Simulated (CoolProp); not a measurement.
R141b at 293.15 K and 0.0277 MPa is compressed adiabatically to 0.1 MPa with isentropic efficiency 0.75. Each further row changes one setting.

Model: reference Helmholtz-energy equation of state, Lemmon 2006, in CoolProp. It is a short technical equation, of lower accuracy than the large ones.

```csv
case,work (kJ/kg),final temperature (K),final density (kg/m³)
as stated,37.2,342.2,4.21
efficiency 1,27.9,331.0,4.37
efficiency 0.65,43.0,349.0,4.12
```
